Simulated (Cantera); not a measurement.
# Catalytic combustion on Pt

An isothermal plug-flow reactor at 1000 K and 698 Torr (inlet), inlet velocity 0.64 m/s, active area per volume 1300 1/m; feed 0.244 % CH4, 3.41 % O2, 96.3 % N2, equivalence ratio 0.14.

Computed with Cantera and Deutschmann's 1995 Pt surface mechanism with GRI-Mech 3.0 gas chemistry. Catalytic surfaces can have several steady states; this one follows from the mechanism file's or the stated starting coverage. Mass transfer to the wall is taken as infinitely fast.

```json
[
 {"z (m)": "9.6e-05", "x CH4": "0.00238", "x O2": "0.0340", "x H2O": "0.000124", "x CO2": "6.04e-5", "x CO": "1.40e-6", "θ free Pt": "0.261", "θ O*": "0.738", "θ OH*": "0.000240"},
 {"z (m)": "0.00021", "x CH4": "0.00231", "x O2": "0.0339", "x H2O": "0.000267", "x CO2": "0.000132", "x CO": "1.37e-6", "θ free Pt": "0.261", "θ O*": "0.738", "θ OH*": "0.000331"},
 {"z (m)": "0.00045", "x CH4": "0.00216", "x O2": "0.0336", "x H2O": "0.000554", "x CO2": "0.000276", "x CO": "1.29e-6", "θ free Pt": "0.262", "θ O*": "0.738", "θ OH*": "0.000462"},
 {"z (m)": "0.00096", "x CH4": "0.00188", "x O2": "0.0330", "x H2O": "0.00111", "x CO2": "0.000553", "x CO": "1.12e-6", "θ free Pt": "0.262", "θ O*": "0.737", "θ OH*": "0.000644"},
 {"z (m)": "0.0021", "x CH4": "0.00138", "x O2": "0.0320", "x H2O": "0.00211", "x CO2": "0.00106", "x CO": "8.28e-7", "θ free Pt": "0.264", "θ O*": "0.735", "θ OH*": "0.000883"},
 {"z (m)": "0.0045", "x CH4": "0.000712", "x O2": "0.0307", "x H2O": "0.00345", "x CO2": "0.00172", "x CO": "4.29e-7", "θ free Pt": "0.265", "θ O*": "0.733", "θ OH*": "0.00113"},
 {"z (m)": "0.0096", "x CH4": "0.000170", "x O2": "0.0296", "x H2O": "0.00453", "x CO2": "0.00226", "x CO": "1.03e-7", "θ free Pt": "0.267", "θ O*": "0.732", "θ OH*": "0.00129"}
]
```
x: gas mole fraction; θ: surface coverage.
